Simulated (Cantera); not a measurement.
# Ignition delay

Mixture: CH₄ : C₂H₆ : O₂ : N₂ : H₂ = 1 : 0.065 : 2.75 : 10.3 : 0.069 (molar parts), equivalence ratio 0.82, at 0.553 atm, adiabatic and at constant pressure. Ignition delay is the time to a rise of 400 K.

Computed with Cantera and GRI-Mech 3.0 (53 species, 325 reactions).

```json
[
 {"T0 (K)": "1075", "delay (ms)": "35.3"},
 {"T0 (K)": "1150", "delay (ms)": "14.1"},
 {"T0 (K)": "1225", "delay (ms)": "6.16"},
 {"T0 (K)": "1300", "delay (ms)": "2.80"},
 {"T0 (K)": "1375", "delay (ms)": "1.32"},
 {"T0 (K)": "1450", "delay (ms)": "0.652"},
 {"T0 (K)": "1525", "delay (ms)": "0.344"},
 {"T0 (K)": "1600", "delay (ms)": "0.196"}
]
```

```json
{
  "apparent activation energy between 1450 and 1600 K": "150 kJ/mol"
}
```
